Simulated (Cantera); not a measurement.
Input: 1 mol MgCO3, 1.6 mol H2S, 0.38 mol H2O, equilibrated at 1348 K and 465 Torr.

Method: chemical equilibrium by Gibbs-energy minimisation in Cantera with the NASA 1993 tables (ideal gas, pure condensed phases). Candidate condensed phases: C, C6H6, C7H8, C8H18, H2O, H2SO4, Mg, MgCO3, MgO, Mg(OH)2, MgS, MgSO4, S; 130 gas species. Rates play no part.

Base state: H2O 0.249, H2S 0.232, CO2 0.157, CO 0.130, S2 0.115, H2 0.105, COS 0.00927, SO2 0.00147 (mole fractions); condensed: MgO(s).

Q: What changes in the equilibrium state with this change: temperature from 1348 K to 773.15 K?

A: 
```
species        before    after
-----------  --------  -------
H2S             0.232    0.522
CO2             0.157    0.325
H2O             0.249    0.137
CO              0.130  0.00181
S2              0.115  0.00284
H2              0.105  0.00390
SO            7.21e-5    <1e-9
SH           0.000911  1.95e-7
SO2           0.00147  7.12e-6
MgO(s), mol      1.00     1.00
```
Gases not in the tables: S3 to S7.
